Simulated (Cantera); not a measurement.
Source: NASA polynomial tables (part measured, part estimated), evaluated in Cantera. Values are per mole of reaction as written; species without (g) are pure solids or liquids, kept so even where they would boil at 1 bar. VN: taken at fixed stoichiometry.

2 VN + 4 V2O4 = 5 V2O3 + N2O(g), with ΔH° = 130.8 kJ and ΔS° = 222.4 J/K at 300 K.

Q: How far is the shortcut ΔG° ≈ ΔH°(300 K) − T·ΔS°(300 K) from the full temperature-dependent value at 1173, 1223, 1273, 1323, 1373, 1423 K?

A: 
```csv
T (K),shortcut (kJ),full (kJ),difference (kJ),difference in log10 K
1173,-130.1,-43.4,-86.7,3.86
1223,-141.2,-49.1,-92.1,3.93
1273,-152.3,-55.0,-97.4,4.00
1323,-163.4,-60.8,-102.7,4.05
1373,-174.6,-66.6,-108.0,4.11
1423,-185.7,-72.5,-113.2,4.16
```
The shortcut ignores the heat-capacity change of the reaction.
